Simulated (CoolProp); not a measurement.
Vapour-liquid equilibrium of R143a (1) + R134a (2) at 1.25 MPa; x and y are mole fractions of (1).

Computed with CoolProp (multi-fluid Helmholtz-energy mixture model, Lemmon and Jacobsen 2000 and Tillner-Roth 1994; pair parameters Lemmon 2004).

```
x     bubble temperature, mixture model (K)  bubble temperature, Raoult's law (K)  y, mixture model  y, Raoult's law
----  -------------------------------------  ------------------------------------  ----------------  ---------------
0.05                                  319.7                                 319.6             0.073            0.085
0.2                                   315.8                                 315.4             0.275            0.309
0.35                                  312.1                                 311.6             0.451            0.494
0.5                                   308.5                                 308.0             0.606            0.647
0.65                                  305.1                                 304.7             0.742            0.775
0.8                                   301.9                                 301.6             0.861            0.882
0.95                                  298.8                                 298.7             0.967            0.973
```

The largest gap from Raoult's law is +0.5 K in bubble temperature, at x = 0.5. No azeotrope shows between x = 0.05 and 0.95.

Pair parameters are fitted to limited data, so mixtures are less certain than the pure fluids.
